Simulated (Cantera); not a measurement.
**Silicon oxide and oxynitride deposition: SiCl4 + O2 + N2**

Charge: 1 mol SiCl4, 6.3 mol O2, 31 mol N2, at 22.5 Torr.

These are equilibrium values from Cantera (NASA tables, ideal gas, pure condensed phases), not measurements of a reactor. Candidate condensed phases: Si, SiO2, Si2N2O, Si3N4; 23 gas species. The tables hold silica as quartz up to 1696 K and as liquid above; real silica turns to tridymite and cristobalite and melts near 1996 K. The numbers say what is thermodynamically allowed, not how fast it happens.

```csv
T (K),log p N2,log p O2,log p Cl,log p Cl2,n SiO2(α-quartz),n SiO2(β-quartz)
698,-1.61,-2.38,-7.61,-2.81,1.00,0
798,-1.61,-2.38,-6.45,-2.81,1.00,0
898,-1.61,-2.38,-5.55,-2.81,0,1.00
998,-1.61,-2.38,-4.83,-2.81,0,1.00
1098,-1.62,-2.38,-4.24,-2.81,0,1.00
1198,-1.62,-2.38,-3.75,-2.83,0,1.00
1298,-1.62,-2.39,-3.35,-2.88,0,1.00
1398,-1.62,-2.39,-3.04,-2.97,0,1.00
1498,-1.63,-2.40,-2.80,-3.13,0,1.00
1598,-1.63,-2.40,-2.66,-3.39,0,1.00
```
log p: log10 of the partial pressure in bar; n: condensed amount in mol.

From 698 K to 798 K the condensed part is SiO2(α-quartz). From 898 K to 1598 K the condensed part is SiO2(β-quartz).
